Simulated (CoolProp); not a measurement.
The fluid at 236.37 K and 0.0328 MPa is throttled through a valve to 0.00782 MPa with no heat exchange. The same conditions are run with several fluids, on thermodynamics alone (safety and materials aside).

The numbers come from the reference Helmholtz-energy equation of state of each fluid (R507A: Lemmon 2003; ethylene: Smukala 2000; nitrous oxide: Lemmon 2006; C3F8 (R218): Lemmon 2006; hydrogen sulfide: Lemmon 2006) in CoolProp. Blends and air are pseudo-pure fits.

| fluid | temperature change (K) | final density (kg/m³) |
|---|---|---|
| R507A | -1.0 | 0.396 |
| ethylene | -0.5 | 0.112 |
| nitrous oxide | -0.5 | 0.176 |
| C3F8 (R218) | -0.8 | 0.753 |
| hydrogen sulfide | -0.8 | 0.136 |
